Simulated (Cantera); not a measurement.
Ammonia decomposition in nitride growth gas

An isothermal, constant-pressure homogeneous reactor starts with 17.9 % NH3, 82.1 % N2, at 2250 K and 20.0 Torr.

Model: the gas-phase N/H chemistry of the illustrative SiF4/NH3 mechanism in the Surface Chemkin manual (1991), integrated in Cantera. Walls and surfaces, which speed up NH3 decomposition in real reactors, are not modelled.

```
t (s)       x NH3    x N2H2     x NH2      x N    x N2H4     x NH
--------  -------  --------  --------  -------  --------  -------
0.000300    0.178   5.93e-8  0.000332  4.43e-9  2.25e-10  1.18e-6
0.000625    0.178   3.25e-7  0.000683  2.97e-8  9.54e-10  5.06e-6
0.00130     0.177   1.48e-6   0.00133  1.18e-7   3.61e-9  1.46e-5
0.00271     0.174   3.98e-6   0.00201  4.51e-7   8.32e-9  2.93e-5
0.00565     0.168   4.79e-6   0.00200  1.33e-6   8.18e-9  4.05e-5
0.0118      0.156   4.23e-6   0.00167  2.86e-6   5.73e-9  4.80e-5
0.0245      0.134   3.38e-6   0.00133  4.83e-6   3.63e-9  5.27e-5
0.0510     0.0985   2.26e-6  0.000979  6.43e-6   1.97e-9  5.17e-5
0.106      0.0545   1.09e-6  0.000609  7.09e-6  7.61e-10  4.31e-5
0.221      0.0181   2.94e-7  0.000270  6.73e-6  1.50e-10  2.82e-5
0.461     0.00212   2.63e-8   6.00e-5  5.83e-6  7.37e-12  1.25e-5
0.960     2.48e-5  9.94e-11   2.23e-6  2.25e-6    <1e-12  1.50e-6
2.00      4.36e-7    <1e-12   8.94e-8  4.68e-7    <1e-12  1.37e-7
```
x: mole fraction; the columns are a selection and need not sum to one.

Equilibrium at this temperature and pressure: NH3 3.22e-8, N2H2 <1e-12, NH2 9.97e-9, N 1.19e-7, N2H4 <1e-12, NH 2.30e-8 (gas phase only).
